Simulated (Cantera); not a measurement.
Cantera run, input and output.

```python
import numpy as np
import cantera as ct

gas = ct.Solution("gri30.yaml")


def delay(T, t_max=10):
    gas.TPX = T, 500000, {'C2H4': 1, 'O2': 1.76, 'N2': 6.64, 'H2O': 0.5}
    reactor = ct.IdealGasReactor(gas, clone=False)
    net = ct.ReactorNet([reactor])
    net.rtol, net.atol = 1e-8, 1e-16
    while net.time < t_max:
        t_old, T_old = net.time, reactor.T
        net.step()
        if reactor.T > T + 400:  # ignition: a rise of 400 K
            return t_old + (T + 400 - T_old) / (reactor.T - T_old) * (net.time - t_old)
    return np.nan


taus = []
for T in [1400, 1475, 1550, 1625, 1700]:
    taus.append(delay(T))
    print(f"T0 = {T:6g} K   tau = {taus[-1]:.4e} s")

# d ln(tau) / d ln(k), from doubling and halving each rate constant
T, sens = 1400, []
for i in range(gas.n_reactions):
    gas.set_multiplier(2.0, i)
    up = delay(T)
    gas.set_multiplier(0.5, i)
    down = delay(T)
    gas.set_multiplier(1.0, i)
    sens.append((np.log(up / down) / np.log(4.0), gas.reaction(i).equation))
sens.sort(key=lambda x: -abs(x[0]))
print(f"sensitivities at {T} K")
for s, eq in sens[:10]:
    print(f"{s:8.3f}  {eq}")
```

Output:

```
T0 =   1400 K   tau = 1.6149e-05 s
T0 =   1475 K   tau = 8.1682e-06 s
T0 =   1550 K   tau = 5.1687e-06 s
T0 =   1625 K   tau = 3.6609e-06 s
T0 =   1700 K   tau = 2.7692e-06 s
sensitivities at 1400 K
  -0.978  C2H3 + O2 <=> CH2CHO + O
   0.776  C2H3 + O2 <=> CH2O + HCO
  -0.700  H + O2 <=> O + OH
  -0.680  C2H4 + O <=> CH2CHO + H
   0.644  C2H4 + O <=> CH3 + HCO
   0.272  HCO + O2 <=> CO + HO2
   0.249  C2H4 + H (+M) <=> C2H5 (+M)
  -0.231  C2H4 + H <=> C2H3 + H2
  -0.203  HCO + M <=> CO + H + M
   0.154  H + O2 + H2O <=> HO2 + H2O
```

Detailed kinetics in Cantera: GRI-Mech 3.0 (53 species, 325 reactions). GRI-Mech 3.0 was tuned for natural gas; its chemistry of ethylene as a main component is partial and can be far from experiment.
